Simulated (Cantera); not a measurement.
# B₂H₆ + H₂O + N₂ + NH₃ (boron, boron nitride and boron oxide)

Feed: 1 mol B₂H₆, 0.42 mol H₂O, 4.4 mol N₂, 0.22 mol NH₃, at 10.0 mbar.

These are equilibrium values from Cantera (NASA tables, ideal gas, pure condensed phases), not measurements of a reactor. Candidate condensed phases: B, BN, B₂O₃, B₃O₃H₃, H₂O; 39 gas species. The feed counts by its element totals alone. Mutual solubility and eutectic melting of coexisting phases are not modelled. Equilibrium is a limit: real reactors are often held back by kinetics, nucleation or transport.

From 1475 K to 1525 K the condensed part is BN(s) + B₂O₃(l). From 1575 K to 1875 K the condensed part is BN(s). The main B-bearing gas is HBO₂ at 1475 K and HBO at 1875 K. The share of B in condensed phases is highest at 1475 K (96.5 %) and lowest at 1875 K (80.2 %).

| T (K) | log p H₂ | log p N₂ | log p HBO | log p HBO₂ | n BN(s) | n B₂O₃(l) |
|---|---|---|---|---|---|---|
| 1475 | -2.30 | -2.31 | -4.76 | -4.30 | 1.73 | 0.0994 |
| 1525 | -2.30 | -2.31 | -4.43 | -4.12 | 1.73 | 0.0631 |
| 1575 | -2.31 | -2.32 | -4.14 | -3.97 | 1.73 | 0 |
| 1625 | -2.31 | -2.32 | -3.98 | -4.07 | 1.71 | 0 |
| 1675 | -2.32 | -2.32 | -3.84 | -4.19 | 1.69 | 0 |
| 1725 | -2.32 | -2.32 | -3.72 | -4.33 | 1.67 | 0 |
| 1775 | -2.32 | -2.32 | -3.63 | -4.49 | 1.64 | 0 |
| 1825 | -2.32 | -2.32 | -3.57 | -4.69 | 1.62 | 0 |
| 1875 | -2.33 | -2.32 | -3.53 | -4.92 | 1.60 | 0 |
log p: log10 of the partial pressure in bar; n: condensed amount in mol.
